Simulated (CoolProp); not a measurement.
A simple Rankine cycle with R365MFC: condensing at 303.15 K, boiler at 0.411 MPa, turbine inlet 373.9 K, turbine efficiency 0.65, pump efficiency 0.8, no recuperator. Each further row changes one setting.

Values from CoolProp's reference Helmholtz-energy equation of state, Lemmon 2016.

```json
[
 {"case": "as stated", "thermal efficiency (%)": "8.2", "net work (kJ/kg)": "21.5", "heat in (kJ/kg)": "262", "turbine exit temperature (K)": "348.2", "volume ratio over the turbine": "6.03"},
 {"case": "turbine inlet 393.9 K", "thermal efficiency (%)": "8.0", "net work (kJ/kg)": "23.0", "heat in (kJ/kg)": "286", "turbine exit temperature (K)": "368.7", "volume ratio over the turbine": "5.96"},
 {"case": "condensing temperature 295.15 K", "thermal efficiency (%)": "9.3", "net work (kJ/kg)": "25.3", "heat in (kJ/kg)": "273", "turbine exit temperature (K)": "344.3", "volume ratio over the turbine": "8.26"},
 {"case": "boiler pressure 0.288 MPa", "thermal efficiency (%)": "6.7", "net work (kJ/kg)": "17.7", "heat in (kJ/kg)": "265", "turbine exit temperature (K)": "354.2", "volume ratio over the turbine": "4.15"},
 {"case": "turbine efficiency 0.55", "thermal efficiency (%)": "6.9", "net work (kJ/kg)": "18.1", "heat in (kJ/kg)": "262", "turbine exit temperature (K)": "351.3", "volume ratio over the turbine": "6.09"}
]
```
